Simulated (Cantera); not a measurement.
Charge: 1 mol (CH₃)₂SiCl₂, 0.019 mol C₂H₄, 9.4 mol H₂, at 2375 °C and 750 Torr.

These are equilibrium values from Cantera (NASA tables, ideal gas, pure condensed phases), not measurements of a reactor. Candidate condensed phases: C, C₆H₆, C₇H₈, C₈H₁₈, Si, SiC; 109 gas species. The feed counts by its element totals alone. The tables' values for SiCl, SiCl₃ are old estimates; treat these amounts as uncertain. Gases not in the tables: Si₂H₆ and higher silanes. Rates play no part.

Q: What is the equilibrium state?

A: 
```json
{
 "x(H₂)": "0.798",
 "x(HCl)": "0.122",
 "x(H)": "0.0415",
 "x(C₂H₂ (acetylene))": "0.0155",
 "x(SiCl₂)": "0.00811",
 "x(Si)": "0.00449",
 "x(Cl)": "0.00442",
 "x(SiC₂)": "0.00174",
 "x(SiCl)": "0.00170",
 "n(C(graphite))": "0.800 mol",
 "n(SiC(s))": "0.732 mol",
 "gas_amount": "13.87 mol",
 "log10 activity of Si(l) (absent)": "-0.48"
}
```
